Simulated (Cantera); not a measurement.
A perfectly stirred reactor is fed with 15.9 % CH₄, 17.6 % O₂, 66.5 % N₂, at 500000 Pa; it is adiabatic with a 573 K inlet, and is followed from long to short residence time, starting on the burning branch (τ in s: 0.15, 0.062, 0.026, 0.011, 0.0045, 0.0019, 0.00078, 0.00032, 0.00013, 5.6e-05, 2.3e-05, 9.8e-06, 4.1e-06).

Detailed kinetics in Cantera: GRI-Mech 3.0 (53 species, 325 reactions).

Question: Predict: blow-out, bracketed by the residence times tried; x(CH₄) at τ = 0.150 s; x(O₂) at τ = 0.150 s; x(OH) at τ = 0.150 s; x(NO) at τ = 0.150 s; x(H₂) at τ = 0.150 s; x(CH₄) at τ = 0.780 ms; x(O₂) at τ = 0.780 ms; x(OH) at τ = 0.780 ms; x(NO) at τ = 0.780 ms; x(H₂) at τ = 0.780 ms.

Answer: 
```json
{
 "blow_out_bracketed_by_the_residence_times_tried": "burning at 0.780 ms, out at 0.320 ms",
 "x(CH₄) at τ = 0.150 s": "0.00407",
 "x(O₂) at τ = 0.150 s": "0.000103",
 "x(OH) at τ = 0.150 s": "1.58e-5",
 "x(NO) at τ = 0.150 s": "3.51e-6",
 "x(H₂) at τ = 0.150 s": "0.121",
 "x(CH₄) at τ = 0.780 ms": "0.0201",
 "x(O₂) at τ = 0.780 ms": "0.0101",
 "x(OH) at τ = 0.780 ms": "5.29e-5",
 "x(NO) at τ = 0.780 ms": "7.26e-7",
 "x(H₂) at τ = 0.780 ms": "0.0699"
}
```
